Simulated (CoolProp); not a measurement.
Saturation properties of CHF3 (R23).

Model: reference Helmholtz-energy equation of state, Penoncello 2003, in CoolProp.

```tsv
T (K)	p (MPa)	vapour density (kg/m³)	liquid conductivity (mW/(m K))
166.5	0.01903	(withheld)	161
174.1	0.03381	1.671	(withheld)
181.7	0.05683	2.714	(withheld)
189.3	0.09103	4.217	137
196.9	0.1399	6.312	130
204.5	0.2072	9.147	124
212.1	0.2974	(withheld)	118
219.7	(withheld)	(withheld)	113
227.3	0.5653	24.03	(withheld)
234.9	0.7535	(withheld)	103
```

Problem. Some entries are withheld; supply them.

Solution. 
- 166.5, vapour density (kg/m³): 0.9767
- 174.1, liquid conductivity (mW/(m K)): 152
- 181.7, liquid conductivity (mW/(m K)): 144
- 212.1, vapour density (kg/m³): 12.90
- 219.7, p (MPa): 0.4151
- 219.7, vapour density (kg/m³): 17.78
- 227.3, liquid conductivity (mW/(m K)): 108
- 234.9, vapour density (kg/m³): 31.97

It boils at 191.1 K under 1 atm.

Thermal conductivity comes from a separate model (Shan 2000).
